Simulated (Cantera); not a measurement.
An isothermal, constant-pressure homogeneous reactor starts with CH4 : N2 = 1 : 5 (molar parts), at 1498 K and 750 Torr.

Computed with Cantera and GRI-Mech 3.0 (53 species, 325 reactions). GRI-Mech 3.0 stops at C3 and has no aromatics, soot or wall deposition, so with more carbon than oxygen in the feed, carbon stays in small species such as C2H2 where larger ones or solid carbon would form.

x: mole fraction; the columns are a selection and need not sum to one.

```csv
t (s),x CH4,x CH2,x C2H4,x HCN,x C2H6,x H
0.000700,0.167,6.19e-10,2.56e-6,<1e-12,1.24e-5,2.24e-8
0.00165,0.166,1.12e-9,1.47e-5,<1e-12,5.39e-5,2.88e-8
0.00391,0.166,2.01e-9,7.02e-5,<1e-12,0.000153,4.52e-8
0.00924,0.165,?,?,1.65e-12,?,?
0.0218,0.162,5.23e-9,0.00125,9.67e-12,0.000511,2.69e-7
0.0516,0.154,?,?,5.30e-11,?,?
0.122,0.140,3.33e-9,0.00210,2.04e-10,0.000263,1.28e-6
0.288,0.117,2.30e-9,0.00145,6.10e-10,0.000142,2.18e-6
0.682,0.0857,1.53e-9,0.00149,1.54e-9,6.37e-5,3.41e-6
1.61,0.0514,9.68e-10,0.00217,3.42e-9,2.27e-5,4.95e-6
3.81,0.0265,6.03e-10,0.00297,6.96e-9,8.24e-6,6.58e-6
9.00,0.0181,4.73e-10,0.00329,1.40e-8,5.61e-6,7.46e-6
```

Problem. Fill in the missing entries.

Solution. 
- 0.00924, x CH2: 3.66e-9
- 0.00924, x C2H4: 0.000331
- 0.00924, x C2H6: 0.000340
- 0.00924, x H: 9.86e-8
- 0.0516, x CH2: 4.66e-9
- 0.0516, x C2H4: 0.00244
- 0.0516, x C2H6: 0.000428
- 0.0516, x H: 6.53e-7
